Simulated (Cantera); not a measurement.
A perfectly stirred reactor is fed with CO : O2 : H2O : N2 = 0.0047 : 0.047 : 0.0011 : 1 (molar parts), equivalence ratio 0.050, at 1.68 atm; it is held at 1425 K, and followed from long to short residence time.

Model: GRI-Mech 3.0 (53 species, 325 reactions), integrated in Cantera.

What does this change do: temperature 1425 to 1048 K?


| quantity | before | after |
|---|---|---|
| x(CO) at τ = 7.90 s | 1.37e-5 | 0.000868 |
| x(O2) at τ = 7.90 s | 0.0425 | 0.0429 |
| x(H2O) at τ = 7.90 s | 0.00104 | 0.00105 |
| x(NO) at τ = 7.90 s | 2.76e-6 | 2.09e-8 |
| x(H) at τ = 7.90 s | 1.40e-8 | 3.16e-9 |
| x(CO) at τ = 50.0 ms | 0.000447 | 0.00436 |
| x(O2) at τ = 50.0 ms | 0.0427 | 0.0446 |
| x(H2O) at τ = 50.0 ms | 0.00103 | 0.00104 |
| x(NO) at τ = 50.0 ms | 2.01e-6 | 9.22e-12 |
| x(H) at τ = 50.0 ms | 1.40e-6 | 1.23e-8 |

What does this change do: pressure from 1.68 atm to 1.88 atm?


```csv
quantity,before,after
x(CO) at τ = 7.90 s,1.37e-5,1.31e-5
x(O2) at τ = 7.90 s,0.0425,0.0425
x(H2O) at τ = 7.90 s,0.00104,0.00104
x(NO) at τ = 7.90 s,2.76e-6,2.66e-6
x(H) at τ = 7.90 s,1.40e-8,1.15e-8
x(CO) at τ = 50.0 ms,0.000447,0.000434
x(O2) at τ = 50.0 ms,0.0427,0.0427
x(H2O) at τ = 50.0 ms,0.00103,0.00103
x(NO) at τ = 50.0 ms,2.01e-6,2.09e-6
x(H) at τ = 50.0 ms,1.40e-6,1.13e-6
```
